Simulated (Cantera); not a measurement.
A Cantera script and what it prints.

```python
import numpy as np
import cantera as ct

gas_names = """
    CL CL2 H HCL H2 K KCL KH K2 K2CL2
""".split()
cond_names = """
    K(cr) K(L) KCL(s) KCL(L)
""".split()


# ... load() reads the species with a 1 bar reference pressure and builds the phases ...
atoms = {
    'KCl': {'K': 1, 'CL': 1},
    'H2': {'H': 2},
}
top_T = {}  # K; cautious upper limits of use, not melting points


# ... equilibrate(T, P, feed) seeds the gas with the atoms and calls Mixture.equilibrate('TP', solver="vcs", rtol=1e-11, max_steps=5000) ...
results = []
feed = {'KCl': 1, 'H2': 27}  # mol
T = 1250  # K
P = 13332.2  # Pa
mix = equilibrate(T, P, feed)
results.append((T, P, feed, dict(zip(mix.species_names, mix.species_moles))))
x = sorted(zip(gas.X, gas.species_names), reverse=True)
print(f"T = {T:g} K  P = {P:g} Pa  gas = {mix.phase_moles(0):.4g} mol")
print("   x: " + "  ".join(f"{s} {v:.3e}" for v, s in x if v > 1e-05))
print("   condensed (mol): " + ("  ".join(f"{mix.phase(i).name} {mix.phase_moles(i):.4g}"
      for i in range(1, mix.n_phases) if mix.phase_moles(i) > 1e-12) or "none"))
```

Result:

```
T = 1250 K  P = 13332.2 Pa  gas = 27.89 mol
   x: H2 9.680e-01  KCL 2.778e-02  K2CL2 3.970e-03  HCL 1.293e-04  K 1.292e-04
   condensed (mol): none
```

Equilibrium computed with Cantera from the NASA thermochemical tables; the gas is ideal and each condensed phase is pure.
